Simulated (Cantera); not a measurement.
An isothermal, constant-pressure homogeneous reactor starts with 93.6 % NH3, 6.37 % N2, at 1300 K and 100.0 Torr.

Model: the gas-phase N/H chemistry of the illustrative SiF4/NH3 mechanism in the Surface Chemkin manual (1991), integrated in Cantera. Walls and surfaces, which speed up NH3 decomposition in real reactors, are not modelled.

Q: Predict: x(NH3) at 300 s; x(NH) at 300 s; x(N2) at 300 s; x(N2H4) at 300 s; x(H2) at 300 s.

A: 
| Quantity | Result |
|---|---|
| x(NH3) at 300 s | 0.888 (gas-phase equilibrium 5.26e-6) |
| x(NH) at 300 s | 5.87e-9 (gas-phase equilibrium <1e-12) |
| x(N2) at 300 s | 0.0747 (gas-phase equilibrium 0.275) |
| x(N2H4) at 300 s | 2.54e-8 (gas-phase equilibrium <1e-12) |
| x(H2) at 300 s | 0.0376 (gas-phase equilibrium 0.725) |
